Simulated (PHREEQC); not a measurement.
0.51 g of hydrous ferric oxide (600 m²/g; 0.2 weak and 0.005 strong sites per Fe, Dzombak-Morel constants, diffuse double layer) in 1 kg of water with 0.01 mol/kgw of an inert sodium salt, at 25 °C; the pH is set by adding NaOH or the inert anion's acid. Oxygen alone is held at its pressure in air (log pO2 = -0.68). CO2 from the air is kept out. Precipitation was switched off in this run.

The numbers come from PHREEQC with the ion-association model, wateq4f.dat.

```
pH    surface charge σ (C/m²)  surface potential ψ (mV)
----  -----------------------  ------------------------
4                       0.217                       185
4.5                       [?]                       170
5                         [?]                       152
5.5                     0.077                       [?]
6                       0.050                       110
6.5                     0.030                        86
7                       0.017                        61
7.5                     0.008                       [?]
8                       0.001                         6
8.5                    -0.005                       -22
9                         [?]                       -49
9.5                    -0.024                       -75
10                     -0.040                      -100
10.5                   -0.065                      -123
11                     -0.100                      -143
11.5                   -0.152                      -159
12                     -0.229                      -168
```

Task: Some entries are withheld; supply them.

Result: 
- 4.5, surface charge σ (C/m²): 0.161
- 5, surface charge σ (C/m²): 0.114
- 5.5, surface potential ψ (mV): 132
- 7.5, surface potential ψ (mV): 34
- 9, surface charge σ (C/m²): -0.013
